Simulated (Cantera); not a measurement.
Input (Python, Cantera) and output of one run.

```python
import numpy as np
import cantera as ct

gas_names = """
    H HNO HNO2 HNO3 HO2 H2 H2O H2O2 N NH NH2 NH3 NH2OH NO NO2 NO3 N2 N2H2 N2H4 N2O O OH O2 O3 Pb PbO Pb2
""".split()
cond_names = """
    H2O(s) H2O(L) Pb(cr) Pb(L) PbO(rd) PbO(yw) PbO(L) PbO2(s) Pb3O4(s)
""".split()


def load(file, names, dense=False):
    # The tables refer to 1 bar. Condensed volumes are neglected.
    table = {s.name: s for s in ct.Species.list_from_file(file)}
    out = []
    for n in names:
        d = dict(table[n].input_data)
        d["thermo"] = dict(d["thermo"], **{"reference-pressure": 1e5})
        if dense:
            d["equation-of-state"] = {"model": "constant-volume", "density": "1e6 g/cm^3"}
        out.append(ct.Species.from_dict(d))
    return out


gas = ct.Solution(thermo="ideal-gas", species=load("nasa_gas.yaml", gas_names))
cond = {s.name: ct.Solution(thermo="fixed-stoichiometry", species=[s], name=s.name)
        for s in load("nasa_condensed.yaml", cond_names, dense=True)}
atoms = {
    'PbO': {'Pb': 1, 'O': 1},
    'H2': {'H': 2},
    'N2': {'N': 2},
}
top_T = {'Pb3O4(s)': 820}  # K; cautious upper limits of use, not melting points


def equilibrate(T, P, feed):
    n = {}
    for name, mol in feed.items():
        for a, k in atoms[name].items():
            n[a] = n.get(a, 0.0) + k * mol
    gas.TPX = T, P, n
    mass = sum(n.values()) * gas.mean_molecular_weight
    gas.equilibrate("TP")
    valid = [c for c in cond.values() if c.min_temp <= T <= top_T.get(c.name, c.max_temp)]
    mix = ct.Mixture([(gas, mass / gas.mean_molecular_weight)] + [(c, 0.0) for c in valid])
    mix.T, mix.P = T, P
    mix.equilibrate("TP", solver="vcs", rtol=1e-11, max_steps=5000)
    return mix


results = []
T = 1600  # K
P = 440  # Pa
for m in [0.96, 1.5, 2, 2.5, 3.1, 3.6, 4.1, 4.6, 5.2, 5.7]:
    feed = {'PbO': 1, 'H2': m, 'N2': 28}  # mol
    mix = equilibrate(T, P, feed)
    results.append((T, P, feed, dict(zip(mix.species_names, mix.species_moles))))

top = {s: max(r[3][s] / sum(r[3][g] for g in gas_names) for r in results) for s in gas_names}
cols = sorted((s for s in top if top[s] > 0.0001), key=lambda s: -top[s])[:9]
seen = [c for c in cond_names if any(r[3].get(c, 0) > 1e-12 for r in results)]
print("log10 of partial pressures in bar; condensed amounts in mol")
print(f"{'n(H2)':>10s}" + "".join(f"{s[:9]:>10s}" for s in cols + seen))
for T, P, feed, n in results:
    ng = sum(n[g] for g in gas_names)
    print(f"{feed['H2']:10.4g}" + "".join(f"{np.log10(max(n[s] / ng * P / 1e5, 1e-99)):10.3f}" for s in cols)
          + "".join(f"{n.get(c, 0):10.4g}" for c in seen))
```

It prints:

```
log10 of partial pressures in bar; condensed amounts in mol
     n(H2)        N2        H2        Pb       H2O       PbO         H
      0.96    -2.386    -5.714    -3.855    -3.857    -5.147    -7.121
       1.5    -2.394    -4.142    -3.841    -3.842    -6.690    -6.336
         2    -2.401    -3.849    -3.848    -3.848    -6.996    -6.189
       2.5    -2.408    -3.679    -3.855    -3.855    -7.179    -6.104
       3.1    -2.416    -3.541    -3.863    -3.863    -7.333    -6.035
       3.6    -2.423    -3.455    -3.870    -3.870    -7.433    -5.992
       4.1    -2.429    -3.386    -3.877    -3.877    -7.516    -5.957
       4.6    -2.436    -3.327    -3.883    -3.883    -7.587    -5.928
       5.2    -2.443    -3.268    -3.891    -3.891    -7.662    -5.899
       5.7    -2.450    -3.225    -3.897    -3.897    -7.717    -5.877
```

Cantera equilibrium calculation (NASA polynomials, part measured and part estimated; ideal gas, pure solids and liquids).
